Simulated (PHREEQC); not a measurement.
# Reverse-osmosis permeate: an equilibrium model

A made-up water analysis in mg/L, 20 °C, pH 5.95, pe 10.2:

```
constituent            mg/L
------------------  -------
Na                     1.56
K                     0.289
Ca                    0.481
Mg                    0.225
Cl                    0.487
S(6) as SO4            2.21
Alkalinity as HCO3     3.26
Si as SiO2           0.0622
Li                  0.00257
Cu(2)               0.00274
Br                     0.11
B                    0.0181
```

Valence states are taken as typed.

Model: ion-association model, wateq4f.dat, run in PHREEQC.

Each row changes one thing in this solution. This is a speciation only: nothing precipitates in the calculation.

| case | CO2 (mol/kgw) | HCO3- (mol/kgw) | CaSO4 (mol/kgw) | Cu+2 (mol/kgw) | MgSO4 (mol/kgw) | CaHCO3+ (mol/kgw) | SI of Quartz (SiO2) |
|---|---|---|---|---|---|---|---|
| as made | 0.000145 | 5.45e-5 | 4.64e-8 | 4.05e-8 | 3.86e-8 | 7.20e-9 | -1.93 |
| S(6) from 2.21 to 4.42 mg/L | 0.000145 | 5.45e-5 | 9.10e-8 | 4.04e-8 | 7.58e-8 | 7.12e-9 | -1.93 |
| pH from 5.95 to 6.45 at the same alkalinity | 4.53e-5 | 5.37e-5 | 4.64e-8 | 3.46e-8 | 3.87e-8 | [?] | -1.93 |
| all concentrations times 4 at the same typed pH | 0.000562 | [?] | 6.49e-7 | 1.48e-7 | 5.42e-7 | 1.06e-7 | -1.33 |

Q: Fill in the missing entries.

A: 
- pH from 5.95 to 6.45 at the same alkalinity, CaHCO3+ (mol/kgw): 7.10e-9
- all concentrations times 4 at the same typed pH, HCO3- (mol/kgw): 0.000214

Complexes and solids missing from the database can't appear. The database's constant for dissolved Cu(OH)2 is higher than later reviews accept.
